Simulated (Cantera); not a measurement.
Cantera run, input and output.

```python
import numpy as np
import cantera as ct

gas = ct.Solution("gri30.yaml")
gas.TPX = 2000, 101325, {'CH4': 1, 'H2O': 0.36, 'H2': 0.13}
reactor = ct.IdealGasConstPressureReactor(gas, energy="off", clone=False)
net = ct.ReactorNet([reactor])
net.rtol, net.atol = 1e-08, 1e-18
show = ['CH4', 'H2O', 'H2', 'C2H6', 'H2O2', 'C2H2']
times = np.geomspace(4e-05, 30, 15)

steps = ct.SolutionArray(gas, extra=["t"])
rows = []
print(f"{'t/s':>10s}{'T/K':>9s}{'P/Pa':>11s}" + "".join(f"{s:>11s}" for s in show))
for t in times:
    while net.time < t:
        t_next = net.step()
        steps.append(gas.state, t=t_next)
    rows.append([np.interp(t, steps.t, y) for y in (steps.T, steps.P, *steps(*show).X.T)])
    print(f"{t:10.3e}{rows[-1][0]:9.1f}{rows[-1][1]:11.4g}" + "".join(f"{x:11.3e}" for x in rows[-1][2:]))
rate = np.gradient(steps.T, steps.t)
print("integrator steps:", len(steps.t))
if steps.T.max() > steps.T[0] + 200:
    print(f"time of steepest temperature rise: {steps.t[rate.argmax()]:.4e} s")
gas.TPX = 2000, 101325, {'CH4': 1, 'H2O': 0.36, 'H2': 0.13}
gas.equilibrate("TP")
print(f"equilibrium (TP): T = {gas.T:.1f} K  " + "  ".join(f"{s} {gas[s].X[0]:.3e}" for s in show))
```

It prints:

```
       t/s      T/K       P/Pa        CH4        H2O         H2       C2H6       H2O2       C2H2
 4.000e-05   2000.0  1.013e+05  4.622e-01  2.177e-01  2.386e-01  3.132e-03  3.491e-11  2.584e-02
 1.051e-04   2000.0  1.013e+05  2.745e-01  1.858e-01  4.100e-01  1.018e-03  2.361e-11  9.863e-02
 2.763e-04   2000.0  1.013e+05  1.439e-01  1.619e-01  5.303e-01  2.782e-04  1.818e-11  1.491e-01
 7.261e-04   2000.0  1.013e+05  6.623e-02  1.442e-01  6.030e-01  6.212e-05  1.548e-11  1.724e-01
 1.908e-03   2000.0  1.013e+05  2.998e-02  1.254e-01  6.447e-01  1.356e-05  1.269e-11  1.763e-01
 5.015e-03   2000.0  1.013e+05  1.807e-02  9.656e-02  6.752e-01  4.978e-06  7.623e-12  1.640e-01
 1.318e-02   2000.0  1.013e+05  1.320e-02  5.625e-02  7.087e-01  2.545e-06  2.442e-12  1.415e-01
 3.464e-02   2000.0  1.013e+05  8.139e-03  1.899e-02  7.400e-01  9.595e-07  2.625e-13  1.204e-01
 9.104e-02   2000.0  1.013e+05  4.192e-03  1.843e-03  7.555e-01  3.004e-07  2.400e-15  1.112e-01
 2.393e-01   2000.0  1.013e+05  3.383e-03  6.532e-06  7.574e-01  2.202e-07  3.009e-20  1.103e-01
 6.288e-01   2000.0  1.013e+05  3.380e-03  8.151e-07  7.574e-01  2.199e-07  4.731e-22  1.103e-01
 1.653e+00   2000.0  1.013e+05  3.380e-03  8.151e-07  7.574e-01  2.199e-07  4.731e-22  1.103e-01
 4.343e+00   2000.0  1.013e+05  3.380e-03  8.151e-07  7.574e-01  2.199e-07  4.731e-22  1.103e-01
 1.141e+01   2000.0  1.013e+05  3.380e-03  8.151e-07  7.574e-01  2.199e-07  4.731e-22  1.103e-01
 3.000e+01   2000.0  1.013e+05  3.380e-03  8.151e-07  7.574e-01  2.199e-07  4.731e-22  1.103e-01
integrator steps: 1650
equilibrium (TP): T = 2000.0 K  CH4 3.380e-03  H2O 8.179e-07  H2 7.574e-01  C2H6 2.199e-07  H2O2 4.764e-22  C2H2 1.103e-01
```

Detailed kinetics in Cantera: GRI-Mech 3.0 (53 species, 325 reactions). GRI-Mech 3.0 stops at C3 and has no aromatics, soot or wall deposition, so with more carbon than oxygen in the feed, carbon stays in small species such as C2H2 where larger ones or solid carbon would form.
